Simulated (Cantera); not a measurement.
Charge: 1 mol Si2Cl6, 2.8 mol NH3, at 62.0 Pa.

Method: chemical equilibrium by Gibbs-energy minimisation in Cantera with the NASA 1993 tables (ideal gas, pure condensed phases). Candidate condensed phases: NH4Cl, Si, Si3N4; 28 gas species. The feed counts by its element totals alone. The tables' values for SiCl, SiCl3, SiN are old estimates; treat these amounts as uncertain. Kinetics and transport are ignored. All values below are at 1825 K.

Base state: H2 0.360, HCl 0.234, SiCl2 0.222, N2 0.161, H 0.0106, Cl 0.00525, Si 0.00361, SiCl 0.00261 (mole fractions); condensed: gas only.

### Question
What changes in the equilibrium state with this change: pressure from 62.0 Pa to 11.0 Pa?

### Answer
```csv
species,before,after
H2,0.360,0.335
HCl,0.234,0.246
SiCl2,0.222,0.203
H,0.0106,0.0243
Si,0.00361,0.0155
Cl,0.00525,0.0136
N2,0.161,0.157
Si2,1.15e-5,3.76e-5
SiCl3,0.000976,0.000410
SiCl,0.00261,0.00517
```
